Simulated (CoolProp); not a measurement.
Vapour-liquid equilibrium of propane (1) + c-C4F8 (RC318) (2) at 54.45 °C; x and y are mole fractions of (1).

Computed with CoolProp (multi-fluid Helmholtz-energy mixture model, Lemmon 2009 and Platzer 1990; pair parameters Bell 2016). This equation is an older, rougher fit; its heat capacities, sound speeds and derivatives of the liquid may be far off and weren't checked against measurements.

```json
[
 {"x": "0.05", "bubble pressure (MPa)": "(withheld)", "y at the bubble point": "0.162", "dew pressure at overall composition x (MPa)": "0.7650", "liquid density (mol/L)": "(withheld)"},
 {"x": "0.2", "bubble pressure (MPa)": "1.205", "y at the bubble point": "0.437", "dew pressure at overall composition x (MPa)": "0.8967", "liquid density (mol/L)": "7.135"},
 {"x": "0.35", "bubble pressure (MPa)": "1.464", "y at the bubble point": "0.576", "dew pressure at overall composition x (MPa)": "1.074", "liquid density (mol/L)": "7.382"},
 {"x": "0.5", "bubble pressure (MPa)": "(withheld)", "y at the bubble point": "(withheld)", "dew pressure at overall composition x (MPa)": "1.315", "liquid density (mol/L)": "7.686"},
 {"x": "0.65", "bubble pressure (MPa)": "(withheld)", "y at the bubble point": "0.746", "dew pressure at overall composition x (MPa)": "(withheld)", "liquid density (mol/L)": "8.108"},
 {"x": "0.8", "bubble pressure (MPa)": "1.873", "y at the bubble point": "(withheld)", "dew pressure at overall composition x (MPa)": "1.848", "liquid density (mol/L)": "8.728"},
 {"x": "0.95", "bubble pressure (MPa)": "1.899", "y at the bubble point": "0.948", "dew pressure at overall composition x (MPa)": "1.899", "liquid density (mol/L)": "9.615"}
]
```

Task: What belongs in the gaps?

Result: 
- 0.05, bubble pressure (MPa): 0.8601
- 0.05, liquid density (mol/L): 6.912
- 0.5, bubble pressure (MPa): 1.650
- 0.5, y at the bubble point: 0.668
- 0.65, bubble pressure (MPa): 1.784
- 0.65, dew pressure at overall composition x (MPa): 1.615
- 0.8, y at the bubble point: 0.832

y crosses x between x = 0.8 and 0.95: the model has an azeotrope there.

The pair parameters rest on a limited set of measurements; away from them the model extrapolates.
